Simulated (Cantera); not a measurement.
## H₂S + H₂O + H₂ (abatement and gas-phase synthesis)

Charge: 1 mol H₂S, 0.12 mol H₂O, 17 mol H₂, equilibrated at 29.0 Pa.

Cantera equilibrium calculation (NASA polynomials, part measured and part estimated; ideal gas, pure solids and liquids). Candidate condensed phases: H₂O, H₂SO₄, S; 19 gas species. Gases not in the tables: S₃ to S₇. Rates play no part.

```tsv
T (K)	x H₂	x H₂S	x S₂	x H
973	0.939	0.0545	0.000346	6.15e-8
1048	0.940	0.0520	0.00154	4.40e-7
1123	0.943	0.0455	0.00466	2.43e-6
1198	0.948	0.0355	0.00942	1.09e-5
1273	0.953	0.0256	0.0141	4.09e-5
1348	0.957	0.0178	0.0176	0.000133
1423	0.959	0.0124	0.0199	0.000382
1498	0.960	0.00874	0.0213	0.000989
1573	0.959	0.00625	0.0218	0.00234
1648	0.957	0.00454	0.0217	0.00511
1723	0.951	0.00332	0.0209	0.0104
```
x: gas mole fraction; nothing condenses.

From 973 K to 1723 K nothing is condensed.
